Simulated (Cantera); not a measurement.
Gas mixture: O2 = 0.33 (molar parts), at 15.0 Torr, frozen composition.

Cantera's kinetic-theory transport with the Lennard-Jones parameters of GRI-Mech 3.0, ideal gas; thermal conductivity in the multicomponent form.

One state of this run: ρ (kg/m³) = 0.0154; cp (J/kg/K) = 971.4; μ (µPa s) = 30.0; λ (mW/m/K) = 41.1; Pr = 0.711; D (cm²/s) OH = 39.5; D (cm²/s) C2H2 = 21.1; D (cm²/s) H2O = 30.8. D: mixture-averaged diffusion coefficient of that species in the mixture.

**Question.** Which value of T (K) does it belong to?
(A) 500
(B) 700
(C) 400
(D) 600

**Answer.** A, 500
